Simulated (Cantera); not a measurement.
Mixture: CH3OH : O2 : N2 : CO2 = 1 : 0.714 : 2.69 : 0.09 (molar parts), at 25500 Torr, adiabatic and at constant volume. Ignition delay is the time to a rise of 400 K.

Computed with Cantera and GRI-Mech 3.0 (53 species, 325 reactions). GRI-Mech 3.0 was tuned for natural gas; its chemistry of methanol as a main component is partial and can be far from experiment. The pressure lies above the range GRI-Mech 3.0 was tuned for (to about 10 atm).

**Question.** Predict: delay at 1075 K; delay at 1150 K; delay at 1225 K; delay at 1300 K; delay at 1375 K; delay at 1450 K; apparent activation energy between 1300 and 1450 K.

**Answer.** 
```
Item                                                     Value
--------------------------------------------------  ----------
delay at 1075 K                                        5.94 ms
delay at 1150 K                                        1.33 ms
delay at 1225 K                                       0.358 ms
delay at 1300 K                                       0.113 ms
delay at 1375 K                                        40.5 µs
delay at 1450 K                                        16.4 µs
apparent activation energy between 1300 and 1450 K  200 kJ/mol
```
